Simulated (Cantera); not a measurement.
Transport properties of process gases

Gas mixture: 14.8 % N2, 17.6 % CO, 48.9 % NH3, 18.7 % C2H4, at 0.130 bar, frozen composition.

Cantera's kinetic-theory transport with the Lennard-Jones parameters of GRI-Mech 3.0, ideal gas; thermal conductivity in the multicomponent form. Polar gases are described roughly by these parameters. The composition is frozen, though it would react at the higher temperatures.

```csv
T (K),ρ (kg/m³),cp (J/kg/K),μ (µPa s),λ (mW/m/K),Pr,D (cm²/s) NH3,D (cm²/s) H,D (cm²/s) H2
400,0.0885,1689,16.4,38.9,0.711,2.61,15.1,9.73
550,0.0644,1923,21.6,58.4,0.712,4.76,26.8,16.8
700,0.0506,2133,26.5,79.1,0.714,7.40,41.0,25.4
850,0.0417,2306,30.9,99.7,0.715,10.5,57.5,35.2
1000,0.0354,2469,35.1,121,0.716,13.9,76.0,46.2
1150,0.0308,2601,39.0,141,0.717,17.8,96.5,58.3
1300,0.0272,2715,42.7,162,0.717,22.0,119,71.5
1450,0.0244,2813,46.2,181,0.717,26.5,143,85.7
1600,0.0221,2898,49.6,200,0.717,31.3,168,101
```
D: mixture-averaged diffusion coefficient of that species in the mixture.
